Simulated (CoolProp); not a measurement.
Properties of octamethylcyclotetrasiloxane (D4) along the isobar 595 kPa.

Model: reference Helmholtz-energy equation of state, Thol 2015, in CoolProp.

```json
[
 {"T (°C)": "48.95", "phase": "liquid", "cv (kJ/(kg K))": "1.420", "speed of sound (m/s)": "841.0", "Joule-Thomson coefficient (K/MPa)": "?", "isothermal compressibility (1/MPa)": "0.001843", "expansivity (1/kK)": "1.240", "fugacity coefficient": "0.001216"},
 {"T (°C)": "60.05", "phase": "liquid", "cv (kJ/(kg K))": "1.443", "speed of sound (m/s)": "?", "Joule-Thomson coefficient (K/MPa)": "-0.3663", "isothermal compressibility (1/MPa)": "0.002029", "expansivity (1/kK)": "1.266", "fugacity coefficient": "0.002314"},
 {"T (°C)": "71.15", "phase": "liquid", "cv (kJ/(kg K))": "1.467", "speed of sound (m/s)": "770.9", "Joule-Thomson coefficient (K/MPa)": "-0.3517", "isothermal compressibility (1/MPa)": "0.002239", "expansivity (1/kK)": "1.294", "fugacity coefficient": "0.004170"},
 {"T (°C)": "82.25", "phase": "liquid", "cv (kJ/(kg K))": "1.492", "speed of sound (m/s)": "736.8", "Joule-Thomson coefficient (K/MPa)": "-0.3360", "isothermal compressibility (1/MPa)": "0.002477", "expansivity (1/kK)": "1.326", "fugacity coefficient": "0.007151"},
 {"T (°C)": "93.35", "phase": "liquid", "cv (kJ/(kg K))": "1.517", "speed of sound (m/s)": "703.3", "Joule-Thomson coefficient (K/MPa)": "-0.3190", "isothermal compressibility (1/MPa)": "?", "expansivity (1/kK)": "?", "fugacity coefficient": "0.01173"},
 {"T (°C)": "104.45", "phase": "liquid", "cv (kJ/(kg K))": "1.543", "speed of sound (m/s)": "670.4", "Joule-Thomson coefficient (K/MPa)": "-0.3006", "isothermal compressibility (1/MPa)": "0.003062", "expansivity (1/kK)": "1.401", "fugacity coefficient": "0.01850"},
 {"T (°C)": "115.55", "phase": "liquid", "cv (kJ/(kg K))": "1.569", "speed of sound (m/s)": "638.1", "Joule-Thomson coefficient (K/MPa)": "-0.2804", "isothermal compressibility (1/MPa)": "0.003422", "expansivity (1/kK)": "1.444", "fugacity coefficient": "0.02815"},
 {"T (°C)": "126.65", "phase": "liquid", "cv (kJ/(kg K))": "1.595", "speed of sound (m/s)": "?", "Joule-Thomson coefficient (K/MPa)": "-0.2583", "isothermal compressibility (1/MPa)": "0.003840", "expansivity (1/kK)": "1.493", "fugacity coefficient": "0.04145"},
 {"T (°C)": "137.75", "phase": "liquid", "cv (kJ/(kg K))": "1.622", "speed of sound (m/s)": "575.0", "Joule-Thomson coefficient (K/MPa)": "-0.2339", "isothermal compressibility (1/MPa)": "0.004330", "expansivity (1/kK)": "1.549", "fugacity coefficient": "0.05926"},
 {"T (°C)": "148.85", "phase": "liquid", "cv (kJ/(kg K))": "1.649", "speed of sound (m/s)": "544.1", "Joule-Thomson coefficient (K/MPa)": "-0.2065", "isothermal compressibility (1/MPa)": "0.004908", "expansivity (1/kK)": "1.612", "fugacity coefficient": "0.08246"},
 {"T (°C)": "159.95", "phase": "liquid", "cv (kJ/(kg K))": "1.676", "speed of sound (m/s)": "513.6", "Joule-Thomson coefficient (K/MPa)": "-0.1755", "isothermal compressibility (1/MPa)": "0.005599", "expansivity (1/kK)": "1.684", "fugacity coefficient": "0.1120"},
 {"T (°C)": "171.05", "phase": "liquid", "cv (kJ/(kg K))": "1.702", "speed of sound (m/s)": "483.3", "Joule-Thomson coefficient (K/MPa)": "-0.1400", "isothermal compressibility (1/MPa)": "0.006433", "expansivity (1/kK)": "?", "fugacity coefficient": "0.1486"},
 {"T (°C)": "182.15", "phase": "liquid", "cv (kJ/(kg K))": "1.729", "speed of sound (m/s)": "453.1", "Joule-Thomson coefficient (K/MPa)": "-0.09865", "isothermal compressibility (1/MPa)": "0.007456", "expansivity (1/kK)": "1.866", "fugacity coefficient": "0.1932"},
 {"T (°C)": "193.25", "phase": "liquid", "cv (kJ/(kg K))": "1.755", "speed of sound (m/s)": "423.1", "Joule-Thomson coefficient (K/MPa)": "-0.04958", "isothermal compressibility (1/MPa)": "0.008731", "expansivity (1/kK)": "1.983", "fugacity coefficient": "0.2465"},
 {"T (°C)": "204.35", "phase": "liquid", "cv (kJ/(kg K))": "1.781", "speed of sound (m/s)": "392.9", "Joule-Thomson coefficient (K/MPa)": "0.009890", "isothermal compressibility (1/MPa)": "0.01036", "expansivity (1/kK)": "2.125", "fugacity coefficient": "0.3089"}
]
```

Q: Fill in the missing entries.

A: 
- 48.95, Joule-Thomson coefficient (K/MPa): -0.3797
- 60.05, speed of sound (m/s): 805.6
- 93.35, isothermal compressibility (1/MPa): 0.002749
- 93.35, expansivity (1/kK): 1.361
- 126.65, speed of sound (m/s): 606.3
- 171.05, expansivity (1/kK): 1.768
